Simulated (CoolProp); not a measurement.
Vapour-liquid equilibrium of R1234ze(E) (1) + R227EA (2) at 232.9 K; x and y are mole fractions of (1).

The numbers come from the multi-fluid Helmholtz-energy mixture model, Thol 2016 and Lemmon 2016; pair parameters Bell 2023 in CoolProp.

| x | bubble pressure (bar) | y at the bubble point | dew pressure at overall composition x (bar) | liquid density (mol/L) |
|---|---|---|---|---|
| 0.05 | 0.3206 | 0.060 | 0.3200 | 9.643 |
| 0.2 | 0.3306 | 0.231 | 0.3288 | 9.931 |
| 0.35 | 0.3397 | 0.388 | 0.3375 | 10.24 |
| 0.5 | 0.3475 | 0.535 | 0.3457 | 10.56 |
| 0.65 | 0.3538 | 0.675 | 0.3528 | 10.91 |
| 0.8 | 0.3587 | 0.812 | 0.3583 | 11.29 |
| 0.95 | 0.3619 | 0.952 | 0.3619 | 11.70 |

No azeotrope shows between x = 0.05 and 0.95.

The pair parameters rest on a limited set of measurements; away from them the model extrapolates.
